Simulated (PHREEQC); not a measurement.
Dissolve 0.11 mol/kgw HF, 0.00097 mol/kgw NH4F and 0.029 mol/kgw (NH4)2SiF6 at 20 °C. Closed to the air; pH follows from the charge balance.

Computed with PHREEQC (ion-association model, phreeqc.dat).

This is a speciation only: nothing precipitates in the calculation.

Problem. Order these F species by the share of F that they hold, largest first: HF2-, SiF6-2, F-, HF.

Solution. SiF6-2 (61 %), HF (33 %), F- (3.3 %), HF2- (2.3 %)

The pH is 2.01 and the ionic strength 0.0998 mol/kgw. SiF6-2 is the database's only silicon fluoride.
